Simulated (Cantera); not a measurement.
Feed: 1 mol MgO, 2.9 mol CH4, 16 mol H2, held at 1.00 bar.

These are equilibrium values from Cantera (NASA tables, ideal gas, pure condensed phases), not measurements of a reactor. Candidate condensed phases: C, C6H6, C7H8, C8H18, H2O, Mg, MgCO3, MgO, Mg(OH)2; 116 gas species. Kinetics and transport are ignored.

Problem. Which condensed phases are stable at each of these points (T (K)): 1098, 1198, 1298, 1398, 1498, 1598, 1698, 1798, 1898, 1998, 2098, 2198?

Solution. 
```tsv
T (K)	condensed phases	Mg condensed (%)
1098	C(graphite) + MgO(s)	100.0
1198	C(graphite) + MgO(s)	100.0
1298	C(graphite) + MgO(s)	100.0
1398	C(graphite) + MgO(s)	99.7
1498	C(graphite) + MgO(s)	98.4
1598	C(graphite) + MgO(s)	92.3
1698	C(graphite) + MgO(s)	69.2
1798	C(graphite)	0.0
1898	C(graphite)	0.0
1998	C(graphite)	0.0
2098	C(graphite)	0.0
2198	C(graphite)	0.0
```

From 1098 K to 1698 K the condensed part is C(graphite) + MgO(s). From 1798 K to 2198 K the condensed part is C(graphite).
